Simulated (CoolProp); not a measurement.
Computed with CoolProp (reference Helmholtz-energy equation of state, Lemmon 2005). It is a short technical equation, of lower accuracy than the large ones.

### Question
Give the vapour pressure (kPa), liquid density (kg/m³), vapour Z, surface tension (mN/m) of saturated isobutene at 304.7 K.

### Answer
| T (K) | p (kPa) | liquid density (kg/m³) | vapour Z | surface tension (mN/m) |
|---|---|---|---|---|
| 304.7 | 370 | 580 | 0.898 | 10.9 |

Surface tension comes from a separate correlation (Mulero 2012).
